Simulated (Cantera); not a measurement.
What does this Cantera script print?

```python
import numpy as np
import cantera as ct

gas_names = """
    Br Br2 H HBr H2 Si SiBr SiBr2 SiBr3 SiBr4 SiH SiHBr3 SiH2 SiH2Br2 SiH3 SiH3Br SiH4 Si2 Si3
""".split()
cond_names = """
    Br2(cr) Br2(L) Si(cr) Si(L)
""".split()


# ... load() reads the species with a 1 bar reference pressure and builds the phases ...
atoms = {
    'Si': {'Si': 1},
    'HBr': {'H': 1, 'Br': 1},
    'H2': {'H': 2},
}
top_T = {}  # K; cautious upper limits of use, not melting points


# ... equilibrate(T, P, feed) seeds the gas with the atoms and calls Mixture.equilibrate('TP', solver="vcs", rtol=1e-11, max_steps=5000) ...
results = []
feed = {'Si': 1, 'HBr': 18, 'H2': 18}  # mol
P = 9900  # Pa
for T in [473, 573, 673, 773, 873, 973, 1073, 1173, 1273, 1373, 1473, 1573, 1673]:
    mix = equilibrate(T, P, feed)
    results.append((T, P, feed, dict(zip(mix.species_names, mix.species_moles))))

top = {s: max(r[3][s] / sum(r[3][g] for g in gas_names) for r in results) for s in gas_names}
cols = sorted((s for s in top if top[s] > 1e-06), key=lambda s: -top[s])[:8]
seen = [c for c in cond_names if any(r[3].get(c, 0) > 1e-12 for r in results)]
print("log10 of partial pressures in bar; condensed amounts in mol")
print(f"{'T/K':>10s}" + "".join(f"{s[:9]:>10s}" for s in cols + seen))
for T, P, feed, n in results:
    ng = sum(n[g] for g in gas_names)
    print(f"{T:10.4g}" + "".join(f"{np.log10(max(n[s] / ng * P / 1e5, 1e-99)):10.3f}" for s in cols)
          + "".join(f"{n.get(c, 0):10.4g}" for c in seen))
```

Output:

```
log10 of partial pressures in bar; condensed amounts in mol
       T/K        H2       HBr     SiBr4     SiBr2        Br     SiBr3    SiHBr3         H
       473    -1.247    -1.402    -2.548   -23.064   -14.950   -15.867    -8.954   -22.088
       573    -1.247    -1.402    -2.548   -17.539   -12.066   -12.487    -7.547   -17.860
       673    -1.247    -1.402    -2.548   -13.681   -10.031   -10.123    -6.572   -14.881
       773    -1.247    -1.402    -2.549   -10.838    -8.517    -8.380    -5.858   -12.666
       873    -1.247    -1.402    -2.549    -8.659    -7.346    -7.043    -5.314   -10.954
       973    -1.248    -1.402    -2.551    -6.940    -6.413    -5.987    -4.886    -9.590
      1073    -1.248    -1.402    -2.554    -5.551    -5.652    -5.134    -4.543    -8.477
      1173    -1.248    -1.401    -2.569    -4.419    -5.017    -4.443    -4.272    -7.553
      1273    -1.252    -1.396    -2.634    -3.533    -4.475    -3.920    -4.105    -6.773
      1373    -1.262    -1.382    -2.850    -2.966    -3.999    -3.649    -4.139    -6.109
      1473    -1.273    -1.370    -3.263    -2.710    -3.584    -3.645    -4.398    -5.534
      1573    -1.278    -1.368    -3.776    -2.620    -3.232    -3.785    -4.764    -5.030
      1673    -1.278    -1.373    -4.293    -2.590    -2.930    -3.965    -5.141    -4.583
```

These are equilibrium values from Cantera (NASA tables, ideal gas, pure condensed phases), not measurements of a reactor. The tables' values for SiBr3, SiBr are old estimates; treat these amounts as uncertain.
